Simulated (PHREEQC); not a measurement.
Make-up at 20 °C: 0.041 mol/kgw Cu(BF4)2, 0.064 mol/kgw HCl and 0.0011 mol/kgw NaCl. Closed to the air; pH follows from the charge balance.

The numbers come from PHREEQC with the ion-association model, wateq4f.dat.

No solid was allowed to form.

Problem. Order these F species by the share of F that they hold, largest first: BF3OH-, HF, BF2(OH)2-, BF4-, H2F2.

Solution. BF4- (94 %), HF (3.4 %), BF3OH- (2.0 %), H2F2 (0.25 %), BF2(OH)2- (0.13 %)

The pH is 1.30 and the ionic strength 0.182 mol/kgw. Real BF4- forms and hydrolyses slowly; the run takes it at equilibrium.
